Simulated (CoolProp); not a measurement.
Vapour-liquid equilibrium of CHF3 (R23) (1) + R227EA (2) at -92.95 °C; x and y are mole fractions of (1).

Computed with CoolProp (multi-fluid Helmholtz-energy mixture model, Penoncello 2003 and Lemmon 2016; pair parameters Bell 2016).

```csv
x,"bubble pressure, mixture model (MPa)","bubble pressure, Raoult's law (MPa)","y, mixture model","y, Raoult's law"
0.05,0.003865,0.003158,0.849,0.815
0.125,0.009052,0.006975,0.940,0.923
0.2,0.01427,0.01079,0.965,0.955
0.275,0.01923,0.01461,0.976,0.970
0.35,0.02376,0.01842,0.982,0.978
0.425,0.02777,0.02224,0.986,0.984
0.5,0.03130,0.02606,0.989,0.988
0.575,0.03443,0.02987,0.991,0.991
0.65,0.03730,0.03369,0.993,0.994
0.725,0.04004,0.03751,0.994,0.996
0.8,0.04280,0.04132,0.996,0.997
0.875,0.04575,0.04514,0.997,0.998
0.95,0.04904,0.04896,0.999,0.999
```

The largest gap from Raoult's law is +32.3 % in bubble pressure, at x = 0.2. No azeotrope shows between x = 0.05 and 0.95.

Pair parameters are fitted to limited data, so mixtures are less certain than the pure fluids.
